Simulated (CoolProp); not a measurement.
A simple Rankine cycle with n-heptane: condensing at 302.15 K, boiler at 0.0669 MPa, turbine inlet 363 K, turbine efficiency 0.9, pump efficiency 0.8, no recuperator. Each further row changes one setting.

The numbers come from the reference Helmholtz-energy equation of state, Span 2003 in CoolProp. It is a short technical equation, of lower accuracy than the large ones.

```
case                             thermal efficiency (%)  net work (kJ/kg)  heat in (kJ/kg)  turbine exit temperature (K)  volume ratio over the turbine
-------------------------------  ----------------------  ----------------  ---------------  ----------------------------  -----------------------------
as stated                                          11.9              55.6              469                         331.2                           8.51
turbine inlet 383 K                                11.6              59.0              509                         351.2                           8.50
condensing temperature 294.15 K              (withheld)              65.2              487                         325.7                           12.5
boiler pressure 0.0468 MPa                   (withheld)              47.2       (withheld)                         336.6                           5.98
turbine efficiency 0.8                       (withheld)              49.4              469                         334.6                           8.60
```

Problem. Complete the blanks.

Solution. 
- condensing temperature 294.15 K, thermal efficiency (%): 13.4
- boiler pressure 0.0468 MPa, thermal efficiency (%): 10.0
- boiler pressure 0.0468 MPa, heat in (kJ/kg): 470
- turbine efficiency 0.8, thermal efficiency (%): 10.5
